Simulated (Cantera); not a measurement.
Mixture: CH₄ : H₂ : O₂ : N₂ = 1 : 0.13 : 1.21 : 4.57 (molar parts), equivalence ratio 1.7, at 255 Torr, adiabatic and at constant volume. Ignition delay is the time to a rise of 400 K.

Detailed kinetics in Cantera: GRI-Mech 3.0 (53 species, 325 reactions).

**Question.** What does this change do: constant pressure in place of constant volume?

**Answer.** 
```csv
quantity,before,after
delay at 1125 K,96.1 ms,0.105 s
delay at 1225 K,28.0 ms,30.6 ms
delay at 1325 K,8.98 ms,9.77 ms
delay at 1425 K,3.28 ms,3.55 ms
apparent activation energy between 1375 and 1475 K,160 kJ/mol,160 kJ/mol
```

**Question.** What does this change do: 0.11 parts C2H6 added?

**Answer.** 
```tsv
quantity	before	after
delay at 1125 K	96.1 ms	17.9 ms
delay at 1225 K	28.0 ms	5.87 ms
delay at 1325 K	8.98 ms	2.24 ms
delay at 1425 K	3.28 ms	0.906 ms
apparent activation energy between 1375 and 1475 K	160 kJ/mol	150 kJ/mol
```

**Question.** What does this change do: CH4 1 to 0.56 parts?

**Answer.** 
```
quantity                                                before       after
--------------------------------------------------  ----------  ----------
delay at 1125 K                                        96.1 ms     33.2 ms
delay at 1225 K                                        28.0 ms     10.9 ms
delay at 1325 K                                        8.98 ms     4.08 ms
delay at 1425 K                                        3.28 ms     1.77 ms
apparent activation energy between 1375 and 1475 K  160 kJ/mol  130 kJ/mol
```
